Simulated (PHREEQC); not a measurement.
PHREEQC input (ion-association model, wateq4f.dat):

```
SOLUTION_MASTER_SPECIES
  Amm  AmmH+  0  AmmH  17.031  # ammonia with no redox link, constants of NH4+
SOLUTION_SPECIES
  AmmH+ = AmmH+
    -log_k 0
  AmmH+ = Amm + H+
    -log_k -9.252
    -delta_h 12.48 kcal
    -analytic 0.6322 -0.001225 -2835.76
    -gamma 2.5 0.0
  AmmH+ + SO4-2 = AmmHSO4-
    -log_k 1.11
    -gamma 5.0 0.0
PHASES
  Amm(g)
    Amm = Amm
    -log_k 1.770
    -delta_h -8.170 kcal
EXCHANGE_SPECIES
  AmmH+ + X- = AmmHX
    -log_k 0.6
SOLUTION 1
  temp 25
  units mol/kgw
  pH 7 charge
  K 0.14
SOLUTION 2
  temp 25
  units mol/kgw
  pH 7 charge
  C(4) 0.1
  K 0.1
  Amm 0.0003
  Cl 0.00029
  Li 0.00029
END
SELECTED_OUTPUT 1
  -reset false
  -pH true
  -pe true
  -ionic_strength true
  -water true
  -totals Amm C Cl K Li C(-4) C(4)
  -molalities H+ CO3-2 Cl- K+ Li+ CO2 HCO3- O2 OH- AmmH+
    Amm
PRINT
  -reset false
MIX 1
  1 1
  2 0
EQUILIBRIUM_PHASES 1
  O2(g) -0.68 10
END
# ... the last block is repeated for the other 10 points of share of solution B
```

Selected output (columns that matter, 11 of 11 rows; share of solution B added in front):

```
share of solution B	pH	mu	Amm	C	Cl	K	Li	m_H+	m_CO3-2	m_Cl-	m_K+	m_Li+	m_HCO3-	m_OH-
0	13.014	0.14	0	0	0	0.14	0	1.1921e-13	0	0	0.14	0	0	0.14
0.1	12.931	0.14599	2.9995e-05	0.0099982	2.8995e-05	0.13598	2.8995e-05	1.4488e-13	0.009987	2.8995e-05	0.13598	2.8995e-05	1.1203e-05	0.11599
0.2	12.828	0.15198	5.9979e-05	0.019993	5.7979e-05	0.13195	5.7979e-05	1.8389e-13	0.019965	5.7979e-05	0.13195	5.7979e-05	2.8098e-05	0.091995
0.3	12.695	0.15795	8.9952e-05	0.029984	8.6954e-05	0.12793	8.6954e-05	2.5031e-13	0.029927	8.6954e-05	0.12793	8.6954e-05	5.6695e-05	0.06802
0.4	12.505	0.16388	0.00011991	0.039972	0.00011592	0.12391	0.00011592	3.8861e-13	0.039856	0.00011592	0.12391	0.00011592	0.00011597	0.044085
0.5	12.166	0.16968	0.00014987	0.049956	0.00014487	0.11989	0.00014487	8.4912e-13	0.049643	0.00014487	0.11989	0.00014487	0.00031245	0.020295
0.6	10.977	0.1707	0.00017983	0.059942	0.00017383	0.11589	0.00017383	1.3125e-11	0.054635	0.00017383	0.11589	0.00017383	0.0053061	0.0013145
0.7	10.147	0.15396	0.00020984	0.069948	0.00020285	0.11192	0.00020285	8.8258e-11	0.04181	0.00020285	0.11192	0.00020285	0.028135	0.00019227
0.8	9.7193	0.13626	0.00023988	0.079961	0.00023189	0.10795	0.00023189	2.3482e-10	0.028005	0.00023189	0.10795	0.00023189	0.051939	7.0881e-05
0.9	9.2745	0.11857	0.00026994	0.089979	0.00026094	0.10398	0.00026094	6.4947e-10	0.014188	0.00026094	0.10398	0.00026094	0.075722	2.5079e-05
1	8.1761	0.10198	0.0003	0.1	0.00029	0.1	0.00029	8.0843e-09	0.0014062	0.00029	0.1	0.00029	0.097467	1.969e-06
```

Species that the database lacks are ignored.
